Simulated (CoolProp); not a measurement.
Model: reference Helmholtz-energy equation of state, Wagner 2002, in CoolProp.

**Question.** Give the vapour pressure (bar), liquid density (kg/m³), surface tension (mN/m) of saturated water at 254.65, 277.05, 344.35 °C.

**Answer.** 
```
T (°C)  p (bar)  liquid density (kg/m³)  surface tension (mN/m)
------  -------  ----------------------  ----------------------
254.65     43.0                     792                    24.7
277.05     61.4                     755                    19.5
344.35      154                     596                    4.73
```

Surface tension comes from a separate correlation (Mulero 2012).
